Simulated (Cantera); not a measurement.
A perfectly stirred reactor is fed with NO : N2 = 1 : 16 (molar parts), at 1.01 bar; it is held at 2050 K, and followed from long to short residence time.

Detailed kinetics in Cantera: GRI-Mech 3.0 (53 species, 325 reactions).

**Question.** What does this change do: 0.58 parts H2O added?

**Answer.** 
| quantity | before | after |
|---|---|---|
| x(NO) at τ = 28.0 s | 0.00648 | 0.00591 |
| x(N2O) at τ = 28.0 s | 2.29e-7 | 2.16e-7 |
| x(O) at τ = 28.0 s | 0.000157 | 0.000154 |
| x(O2) at τ = 28.0 s | 0.0261 | 0.0252 |
| x(N2) at τ = 28.0 s | 0.967 | 0.935 |
| x(NO) at τ = 0.170 s | 0.0552 | 0.0508 |
| x(N2O) at τ = 0.170 s | 1.57e-6 | 1.14e-6 |
| x(O) at τ = 0.170 s | 5.22e-5 | 5.38e-5 |
| x(O2) at τ = 0.170 s | 0.00177 | 0.00301 |
| x(N2) at τ = 0.170 s | 0.943 | 0.913 |

**Question.** What does this change do: temperature 2050 to 1900 K?

**Answer.** 
```
quantity                 before     after
---------------------  --------  --------
x(NO) at τ = 28.0 s     0.00648    0.0172
x(N2O) at τ = 28.0 s    2.29e-7   2.56e-7
x(O) at τ = 28.0 s     0.000157   4.33e-5
x(O2) at τ = 28.0 s      0.0261    0.0208
x(N2) at τ = 28.0 s       0.967     0.962
x(NO) at τ = 0.170 s     0.0552    0.0580
x(N2O) at τ = 0.170 s   1.57e-6   1.55e-6
x(O) at τ = 0.170 s     5.22e-5   1.07e-5
x(O2) at τ = 0.170 s    0.00177  0.000399
x(N2) at τ = 0.170 s      0.943     0.942
```
